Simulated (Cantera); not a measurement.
A closed system holds: 1 mol Pb, 0.072 mol O2, 0.16 mol H2, equilibrated at 1327 °C and 0.180 bar.

These are equilibrium values from Cantera (NASA tables, ideal gas, pure condensed phases), not measurements of a reactor. Candidate condensed phases: H2O, Pb, PbO, PbO2, Pb3O4; 12 gas species. Gases not in the tables: (PbO)n polymers. The numbers say what is thermodynamically allowed, not how fast it happens.

Base state: H2O 0.593, Pb 0.337, H2 0.0682, PbO 0.00208, Pb2 0.000255, H 3.35e-5, OH 1.14e-5 (mole fractions); condensed: Pb(l).

**Question.** What changes in the equilibrium state with this change: temperature from 1327 °C to 625 °C?

**Answer.** 
```
species       before    after
----------  --------  -------
H2O            0.593    0.900
H2            0.0682   0.1000
Pb             0.337  7.20e-6
PbO          0.00208    <1e-9
Pb2         0.000255    <1e-9
Pb(l), mol     0.918    1.000
```
